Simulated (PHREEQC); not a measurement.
1 kg of water holding 0.13 mol/kgw NaCl and 0.19 mol/kgw Na2SO4 is evaporated at 25 °C; the solids stay in contact with the brine. CO2 from the air is kept out. The run lets Halite, Mirabilite, Thenardite precipitate or redissolve, and no other solid.

Model: Pitzer model, pitzer.dat, run in PHREEQC.

```csv
water left (kg),ionic strength,water activity,Thenardite (mol),Mirabilite (mol),Cl in solution (mol/kgw),Na in solution (mol/kgw),S in solution (mol/kgw)
1,0.700,0.988,0,0,0.130,0.510,0.190
0.8219,0.852,0.986,0,0,0.158,0.621,0.231
0.5552,1.26,0.980,0,0,0.234,0.919,0.342
0.4563,1.53,0.975,0,0,0.285,1.12,0.416
0.375,1.87,0.970,0,0,0.347,1.36,0.507
0.3082,2.27,0.964,0,0,0.422,1.65,0.616
0.2082,3.36,0.948,0,0,0.624,2.45,0.913
0.1711,4.09,0.936,0,0,0.760,2.98,1.11
0.1407,4.98,0.921,0,0,0.924,3.63,1.35
0.08418,6.17,0.889,0,0.0602,1.54,4.63,1.54
0.0596,6.58,0.864,0,0.103,2.18,5.11,1.47
0.04067,7.59,0.818,0,0.130,3.20,6.12,1.46
0.03799,7.88,0.805,0.0516,0.0820,3.42,6.40,1.49
0.03564,7.79,0.800,0.141,0,3.65,6.41,1.38
0.0293,7.59,0.779,0.159,0,4.44,6.54,1.05
```

Mirabilite from water left = 0.1149 kg, last present at water left = 0.03799 kg; Thenardite from water left = 0.03799 kg.
